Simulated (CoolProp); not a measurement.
Saturation properties of octamethyltrisiloxane (MDM).

Values from CoolProp's reference Helmholtz-energy equation of state, Thol 2017.

| T (°C) | p (MPa) | liquid density (kg/m³) | vapour density (kg/m³) | liquid cp (kJ/(kg K)) |
|---|---|---|---|---|
| 129.15 | 0.05260 | 703.5 | 3.900 | … |
| 135.25 | 0.06301 | … | 4.634 | 2.064 |
| 141.35 | 0.07498 | 688.9 | 5.474 | 2.081 |
| 147.45 | 0.08865 | 681.4 | 6.431 | 2.098 |
| 153.55 | 0.1042 | 673.8 | … | 2.115 |
| 159.65 | 0.1218 | 666.0 | 8.746 | 2.133 |
| 165.85 | … | 658.0 | 10.16 | 2.151 |
| 171.95 | 0.1641 | 649.8 | 11.72 | 2.169 |
| 178.05 | 0.1888 | 641.5 | 13.47 | 2.187 |
| 184.15 | 0.2163 | 633.0 | 15.44 | 2.207 |
| 190.25 | 0.2468 | 624.2 | 17.64 | 2.226 |
| 196.35 | 0.2804 | 615.1 | 20.10 | 2.247 |

### Question
Complete the blanks.

### Answer

- 129.15, liquid cp (kJ/(kg K)): 2.048
- 135.25, liquid density (kg/m³): 696.3
- 153.55, vapour density (kg/m³): 7.517
- 165.85, p (MPa): 0.1419

It boils at 152.5 °C under 1 atm.
